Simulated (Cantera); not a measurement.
# Thermodynamics of silicon nitride deposition, feed trisilylamine + N₂

A closed system holds: 1 mol trisilylamine, a varied amount of N₂, at 0.0100 bar.

Method: chemical equilibrium by Gibbs-energy minimisation in Cantera with the NASA 1993 tables (ideal gas, pure condensed phases). Candidate condensed phases: Si, Si₃N₄; 18 gas species. The feed counts by its element totals alone. Mutual solubility and eutectic melting of coexisting phases are not modelled. Equilibrium is a limit: real reactors are often held back by kinetics, nucleation or transport.

Stable condensed phases:

```
T in °C \ n(N₂) in mol
         1.9 3.4 6.1  11  19  33  59
   1825    A   A   A   A   A   A   A
   1775    A   A   A   A   A   A   A
   1725    A   A   A   A   A   A   A
   1675    A   A   A   A   A   A   A
   1625    A   A   A   A   A   A   A
   1575    A   A   A   A   A   A   A
   1525    A   A   A   A   A   B   B
   1475    A   C   B   B   B   B   B
   1425    C   B   B   B   B   B   B
   1375    B   B   B   B   B   B   B
```

A: Si; B: Si₃N₄; C: Si + Si₃N₄.
